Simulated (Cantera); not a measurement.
## Ignition delay

Mixture: 8.11 % C3H8, 19.3 % O2, 72.6 % N2, at 91000 Pa, adiabatic and at constant pressure. Ignition delay is the time to a rise of 400 K.

Cantera simulation using GRI-Mech 3.0 (53 species, 325 reactions); the numbers are that mechanism's predictions, not measurements. GRI-Mech 3.0 was tuned for natural gas; its chemistry of propane as a main component is partial and can be far from experiment.

| T0 (K) | delay (ms) |
|---|---|
| 1275 | 1.66 |
| 1350 | 0.517 |
| 1425 | 0.200 |
| 1500 | 0.0935 |
| 1575 | 0.0511 |
| 1650 | 0.0317 |
| 1725 | 0.0216 |

The apparent activation energy between 1575 and 1725 K comes out as 130 kJ/mol.
